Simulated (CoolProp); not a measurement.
R1234ze(E) along the isobar 5.32 MPa: fugacity coefficient from the reference equation and from simpler models built on Tc = 382.5 K, pc = 3.635 MPa, ω = 0.313; each cubic takes its own stable root.

Values from CoolProp's reference Helmholtz-energy equation of state, Thol 2016.

```csv
T (K),phase,reference,Soave-Redlich-Kwong,Peng-Robinson
260.1,liquid,0.02885,0.02960,0.02880
269.5,liquid,0.04103,[?],0.04094
278.8,liquid,0.05637,0.05832,0.05627
288.2,liquid,0.07558,0.07848,0.07550
297.5,liquid,0.09855,0.1027,0.09853
306.9,liquid,0.1260,0.1316,0.1261
316.3,liquid,[?],[?],0.1580
325.6,liquid,0.1935,0.2028,0.1939
335,liquid,0.2338,0.2451,0.2342
344.3,liquid,0.2774,0.2909,0.2779
353.7,liquid,0.3251,0.3404,0.3253
363.1,liquid,0.3756,0.3925,0.3751
372.4,liquid,0.4276,0.4454,0.4258
381.8,liquid,0.4812,0.4990,0.4772
```

### Question
Some entries are withheld; supply them.

### Answer

- 269.5, Soave-Redlich-Kwong: 0.04228
- 316.3, reference: 0.1578
- 316.3, Soave-Redlich-Kwong: 0.1651
